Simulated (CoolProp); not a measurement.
Chloromethane (R40) at several states: fugacity coefficient from the reference equation and from simpler models built on Tc = 418.6 K, pc = 6.929 MPa, ω = 0.150; each cubic takes its own stable root.

The numbers come from the reference Helmholtz-energy equation of state, Thol 2014 in CoolProp.

| T (K) | p (MPa) | phase | reference | van der Waals | Soave-Redlich-Kwong | Peng-Robinson |
|---|---|---|---|---|---|---|
| 476.5 | 0.0373 | gas | 0.9987 | 0.9988 | 0.9988 | 0.9986 |
| 378.2 | 0.0365 | gas | 0.9973 | 0.9980 | 0.9975 | 0.9973 |
| 326 | 14.3 | liquid | 0.09505 | 0.1997 | 0.1001 | 0.09503 |
| 275 | 0.898 | liquid | 0.2928 | 0.8979 | 0.2937 | 0.2942 |
| 325.5 | 0.067 | gas | 0.9917 | 0.9948 | 0.9930 | 0.9926 |

At some of these states van der Waals gives the other phase, because its saturation line lies elsewhere.
